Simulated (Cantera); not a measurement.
Charge: 1 mol Si3N4, 20 mol H2O, equilibrated at 1648 K and 100 Torr.

These are equilibrium values from Cantera (NASA tables, ideal gas, pure condensed phases), not measurements of a reactor. Candidate condensed phases: H2O, Si, SiO2, Si2N2O, Si3N4; 35 gas species. The tables hold silica as quartz up to 1696 K and as liquid above; real silica turns to tridymite and cristobalite and melts near 1996 K. Gases not in the tables: Si(OH)4. Equilibrium is a limit: real reactors are often held back by kinetics, nucleation or transport.

Base state: H2O 0.636, H2 0.273, N2 0.0909, H 0.000127, OH 1.34e-5 (mole fractions); condensed: SiO2(β-quartz).

**Question.** What changes in the equilibrium state with this change: pressure from 100 Torr to 1.00 Torr?

**Answer.** 
```json
[
 {"species": "H2O", "before": "0.636", "after": "0.636"},
 {"species": "H2", "before": "0.273", "after": "0.272"},
 {"species": "N2", "before": "0.0909", "after": "0.0908"},
 {"species": "H", "before": "0.000127", "after": "0.00127"},
 {"species": "SiO", "before": "2.68e-7", "after": "2.67e-5"},
 {"species": "OH", "before": "1.34e-5", "after": "0.000134"},
 {"species": "SiO2(β-quartz), mol", "before": "3.00", "after": "3.00"}
]
```
